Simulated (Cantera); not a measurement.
Input (Python, Cantera) and output of one run.

```python
import numpy as np
import cantera as ct

gas_names = """
    H H2 N NH NH2 NH3 N2 N2H2 N2H4 Si SiH SiH2 SiH3 SiH4 SiN Si2 Si2N Si3
""".split()
cond_names = """
    Si(cr) Si(L) Si3N4(a)
""".split()


def load(file, names, dense=False):
    # The tables refer to 1 bar. Condensed volumes are neglected.
    table = {s.name: s for s in ct.Species.list_from_file(file)}
    out = []
    for n in names:
        d = dict(table[n].input_data)
        d["thermo"] = dict(d["thermo"], **{"reference-pressure": 1e5})
        if dense:
            d["equation-of-state"] = {"model": "constant-volume", "density": "1e6 g/cm^3"}
        out.append(ct.Species.from_dict(d))
    return out


gas = ct.Solution(thermo="ideal-gas", species=load("nasa_gas.yaml", gas_names))
cond = {s.name: ct.Solution(thermo="fixed-stoichiometry", species=[s], name=s.name)
        for s in load("nasa_condensed.yaml", cond_names, dense=True)}
atoms = {
    'Si3N4': {'Si': 3, 'N': 4},
    'H2': {'H': 2},
}
top_T = {'Si3N4(a)': 2400}  # K; cautious upper limits of use, not melting points


def equilibrate(T, P, feed):
    n = {}
    for name, mol in feed.items():
        for a, k in atoms[name].items():
            n[a] = n.get(a, 0.0) + k * mol
    gas.TPX = T, P, n
    mass = sum(n.values()) * gas.mean_molecular_weight
    gas.equilibrate("TP")
    valid = [c for c in cond.values() if c.min_temp <= T <= top_T.get(c.name, c.max_temp)]
    mix = ct.Mixture([(gas, mass / gas.mean_molecular_weight)] + [(c, 0.0) for c in valid])
    mix.T, mix.P = T, P
    mix.equilibrate("TP", solver="vcs", rtol=1e-11, max_steps=5000)
    return mix


results = []
feed = {'Si3N4': 1, 'H2': 85}  # mol
P = 540  # Pa
for T in [750, 850, 950, 1050, 1150, 1250, 1350, 1450]:
    mix = equilibrate(T, P, feed)
    results.append((T, P, feed, dict(zip(mix.species_names, mix.species_moles))))

top = {s: max(r[3][s] / sum(r[3][g] for g in gas_names) for r in results) for s in gas_names}
cols = sorted((s for s in top if top[s] > 1e-05), key=lambda s: -top[s])[:7]
seen = [c for c in cond_names if any(r[3].get(c, 0) > 1e-12 for r in results)]
print("log10 of partial pressures in bar; condensed amounts in mol")
print(f"{'T/K':>10s}" + "".join(f"{s[:9]:>10s}" for s in cols + seen))
for T, P, feed, n in results:
    ng = sum(n[g] for g in gas_names)
    print(f"{T:10.4g}" + "".join(f"{np.log10(max(n[s] / ng * P / 1e5, 1e-99)):10.3f}" for s in cols)
          + "".join(f"{n.get(c, 0):10.4g}" for c in seen))
```

Output:

```
log10 of partial pressures in bar; condensed amounts in mol
       T/K        H2        N2         H    Si(cr)  Si3N4(a)
       750    -2.268   -14.626   -13.634         0         1
       850    -2.268   -12.625   -11.822         0         1
       950    -2.268   -11.440   -10.388         0         1
      1050    -2.268    -9.859    -9.225 3.041e-06         1
      1150    -2.268    -8.249    -8.261 0.0001327         1
      1250    -2.268    -6.899    -7.450  0.002978     0.999
      1350    -2.268    -5.752    -6.757   0.04177    0.9861
      1450    -2.269    -4.767    -6.159    0.4052    0.8649
```

Cantera equilibrium calculation (NASA polynomials, part measured and part estimated; ideal gas, pure solids and liquids). Mutual solubility and eutectic melting of coexisting phases are not modelled.
